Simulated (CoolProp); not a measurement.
Properties of CH3F (R41) along the isobar 476 kPa.

The numbers come from the reference Helmholtz-energy equation of state, Lemmon 2006 in CoolProp. It is a short technical equation, of lower accuracy than the large ones.

```csv
T (°C),phase,cp (kJ/(kg K)),speed of sound (m/s),expansivity (1/kK),fugacity coefficient
-13.35,gas,1.235,276.1,4.867,(withheld)
0.45,gas,1.203,284.8,4.412,0.9483
14.25,gas,1.190,292.8,4.062,0.9562
27.95,gas,(withheld),300.2,3.782,(withheld)
41.75,gas,1.196,307.1,3.546,0.9677
55.45,gas,1.209,313.7,3.347,0.9719
69.25,gas,1.226,320.0,3.173,0.9755
83.05,gas,(withheld),326.0,3.019,0.9785
96.75,gas,1.269,331.8,2.883,0.9810
110.55,gas,1.293,(withheld),2.760,0.9832
124.35,gas,1.318,343.0,2.648,0.9851
138.05,gas,1.345,348.3,2.547,0.9867
151.85,gas,1.371,353.6,2.453,0.9882
```

### Question
Fill in the missing entries.

### Answer

- -13.35, fugacity coefficient: 0.9381
- 27.95, cp (kJ/(kg K)): 1.189
- 27.95, fugacity coefficient: 0.9625
- 83.05, cp (kJ/(kg K)): 1.247
- 110.55, speed of sound (m/s): 337.5
